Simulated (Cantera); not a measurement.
Feed: 1 mol CaCl₂, 0.31 mol H₂O, a varied amount of H₂, held at 0.0100 bar.

Cantera equilibrium calculation (NASA polynomials, part measured and part estimated; ideal gas, pure solids and liquids). Candidate condensed phases: Ca, CaCl₂, CaO, Ca(OH)₂, H₂O; 21 gas species. Mutual solubility and eutectic melting of coexisting phases are not modelled. Condensed phases not in the tables: oxide chlorides. Equilibrium is a limit: real reactors are often held back by kinetics, nucleation or transport.

Stable condensed phases, one row left out:

```
T in °C \ n(H₂) in mol
         1.7 2.9   5 8.6  15  25  43  73 120 210
   1852    A   A   A   A   A   B   B   B   B   B
   1752    A   A   A   A   A   A   A   B   B   B
   1652    A   A   A   A   A   A   A   A   A   B
   1552    A   A   A   A   A   A   A   A   A   A
   1452    A   A   A   A   A   A   A   A   A   A
   1352    A   A   A   A   A   A   A   A   A   A
   1252    C   A   A   A   A   A   A   A   A   A
   1152    C   C   C   C   A   A   A   A   A   A
    952    C   C   C   C   C   C   C   C   C   C
    852    C   C   C   C   C   C   C   C   C   C
    752    C   C   C   C   C   C   C   C   C   C
    652    C   C   C   C   C   C   C   C   C   C
```

A: CaO; B: gas only; C: CaCl₂ + CaO.

**Question.** Give the row for 1052 °C.

**Answer.** 1.7: CaCl₂ + CaO; 2.9: CaCl₂ + CaO; 5: CaCl₂ + CaO; 8.6: CaCl₂ + CaO; 15: CaCl₂ + CaO; 25: CaCl₂ + CaO; 43: CaCl₂ + CaO; 73: CaCl₂ + CaO; 120: CaO; 210: CaO.
